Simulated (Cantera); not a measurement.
A perfectly stirred reactor is fed with 2.15 % H2, 97.8 % O2, at 19.5 Torr; it is held at 973 K, and followed from long to short residence time.

Computed with Cantera and the H2/O2 subset of GRI-Mech 3.0, which has no nitrogen chemistry. Radical loss at walls, strong at low pressure, is not modelled.

x: mole fraction; the columns are a selection and need not sum to one.

```
τ (s)       x H2   x O2  x H2O2   x H2O       x H
------  --------  -----  ------  ------  --------
16       6.04e-5  0.978       ?  0.0217   1.25e-6
6.8      9.93e-5  0.978       ?  0.0216   2.93e-6
3.0     0.000158  0.978       ?  0.0215   6.60e-6
1.3     0.000250  0.978       ?  0.0214   1.51e-5
0.56    0.000395  0.978       ?  0.0212   3.43e-5
0.25    0.000610  0.977       ?  0.0210   7.48e-5
0.11    0.000949  0.977       ?  0.0205  0.000162
0.047    0.00150  0.976       ?  0.0198  0.000350
0.020    0.00240  0.975       ?  0.0186  0.000715
0.0089   0.00377  0.973       ?  0.0168   0.00128
```

**Question.** Complete the blanks.

**Answer.** 
- 16, x H2O2: 4.49e-8
- 6.8, x H2O2: 5.57e-8
- 3.0, x H2O2: 6.88e-8
- 1.3, x H2O2: 8.60e-8
- 0.56, x H2O2: 1.09e-7
- 0.25, x H2O2: 1.38e-7
- 0.11, x H2O2: 1.75e-7
- 0.047, x H2O2: 2.22e-7
- 0.020, x H2O2: 2.78e-7
- 0.0089, x H2O2: 3.33e-7
